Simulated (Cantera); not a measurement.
A perfectly stirred reactor is fed with C2H4 : O2 : N2 : CO2 = 1 : 4.84 : 18.2 : 1.1 (molar parts), at 1.00 bar; it is adiabatic with a 300 K inlet, and is followed from long to short residence time, starting on the burning branch (τ in s: 0.042, 0.023, 0.013, 0.007, 0.0039, 0.0021, 0.0012, 0.00065, 0.00036, 0.0002, 0.00011, 6e-05).

Computed with Cantera and GRI-Mech 3.0 (53 species, 325 reactions). GRI-Mech 3.0 was tuned for natural gas; its chemistry of ethylene as a main component is partial and can be far from experiment.

### Question
Predict: blow-out, bracketed by the residence times tried; x(C2H4) at τ = 42.0 ms; x(O2) at τ = 42.0 ms; x(CO2) at τ = 42.0 ms; x(CH2O) at τ = 42.0 ms; x(HCO) at τ = 42.0 ms; x(C2H4) at τ = 1.20 ms; x(O2) at τ = 1.20 ms; x(CO2) at τ = 1.20 ms; x(CH2O) at τ = 1.20 ms; x(HCO) at τ = 1.20 ms.

### Answer
| Quantity | Value |
|---|---|
| blow-out, bracketed by the residence times tried | burning at 0.200 ms, out at 0.110 ms |
| x(C2H4) at τ = 42.0 ms | 9.50e-6 |
| x(O2) at τ = 42.0 ms | 0.0734 |
| x(CO2) at τ = 42.0 ms | 0.122 |
| x(CH2O) at τ = 42.0 ms | 7.66e-7 |
| x(HCO) at τ = 42.0 ms | 3.92e-8 |
| x(C2H4) at τ = 1.20 ms | 8.24e-5 |
| x(O2) at τ = 1.20 ms | 0.0774 |
| x(CO2) at τ = 1.20 ms | 0.111 |
| x(CH2O) at τ = 1.20 ms | 1.10e-5 |
| x(HCO) at τ = 1.20 ms | 1.83e-6 |
